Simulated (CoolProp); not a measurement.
Values from CoolProp's reference Helmholtz-energy equation of state, Lemmon 2013.

Problem. For propylene, give the phase and the cv (kJ/(kg K)), viscosity (µPa s), fugacity coefficient at 479 K and 3800 kPa; 479 K and 6070 kPa; 479 K and 6830 kPa.

Solution. 
- 479 K and 3800 kPa: gas; cv 2.03, viscosity 15.4, fugacity coefficient 0.889
- 479 K and 6070 kPa: supercritical; cv 2.05, viscosity 17.3, fugacity coefficient 0.829
- 479 K and 6830 kPa: supercritical; cv 2.06, viscosity 18.1, fugacity coefficient 0.810

Viscosity comes from a separate model (Huber 2003), an estimate that may be off by 10 % or more.
